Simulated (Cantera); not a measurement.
An isothermal, constant-pressure homogeneous reactor starts with C2H6 : N2 : H2O = 1 : 20 : 0.54 (molar parts), at 1598 K and 0.132 atm.

Detailed kinetics in Cantera: GRI-Mech 3.0 (53 species, 325 reactions). GRI-Mech 3.0 stops at C3 and has no aromatics, soot or wall deposition, so with more carbon than oxygen in the feed, carbon stays in small species such as C2H2 where larger ones or solid carbon would form.

x: mole fraction; the columns are a selection and need not sum to one.

```json
[
 {"t (s)": "0.000300", "x C2H6": "0.0152", "x CH4": "0.00713", "x C2H4": "0.0200", "x CH2": "1.27e-5", "x C2H2": "0.00314"},
 {"t (s)": "0.000895", "x C2H6": "0.00119", "x CH4": "0.0129", "x C2H4": "0.0187", "x CH2": "4.38e-6", "x C2H2": "0.0167"},
 {"t (s)": "0.00267", "x C2H6": "6.20e-5", "x CH4": "0.0131", "x C2H4": "0.00871", "x CH2": "5.00e-7", "x C2H2": "0.0278"},
 {"t (s)": "0.00797", "x C2H6": "1.09e-5", "x CH4": "0.0129", "x C2H4": "0.00330", "x CH2": "9.80e-8", "x C2H2": "0.0333"},
 {"t (s)": "0.0238", "x C2H6": "5.15e-6", "x CH4": "0.0126", "x C2H4": "0.000630", "x CH2": "5.03e-8", "x C2H2": "0.0360"},
 {"t (s)": "0.0709", "x C2H6": "4.56e-6", "x CH4": "0.0119", "x C2H4": "0.000112", "x CH2": "4.80e-8", "x C2H2": "0.0367"},
 {"t (s)": "0.212", "x C2H6": "3.49e-6", "x CH4": "0.0102", "x C2H4": "9.29e-5", "x CH2": "4.40e-8", "x C2H2": "0.0374"},
 {"t (s)": "0.631", "x C2H6": "1.88e-6", "x CH4": "0.00722", "x C2H4": "7.14e-5", "x CH2": "3.59e-8", "x C2H2": "0.0383"},
 {"t (s)": "1.88", "x C2H6": "7.08e-7", "x CH4": "0.00424", "x C2H4": "5.84e-5", "x CH2": "2.53e-8", "x C2H2": "0.0385"},
 {"t (s)": "5.62", "x C2H6": "3.12e-7", "x CH4": "0.00294", "x C2H4": "5.51e-5", "x CH2": "1.63e-8", "x C2H2": "0.0361"},
 {"t (s)": "16.8", "x C2H6": "…", "x CH4": "…", "x C2H4": "5.31e-5", "x CH2": "…", "x C2H2": "0.0325"},
 {"t (s)": "50.0", "x C2H6": "…", "x CH4": "…", "x C2H4": "5.22e-5", "x CH2": "…", "x C2H2": "0.0303"}
]
```

Question: Fill in the missing entries.

Answer: 
- 16.8, x C2H6: 1.16e-7
- 16.8, x CH4: 0.00196
- 16.8, x CH2: 8.62e-9
- 50.0, x C2H6: 1.93e-8
- 50.0, x CH4: 0.000820
- 50.0, x CH2: 3.01e-9
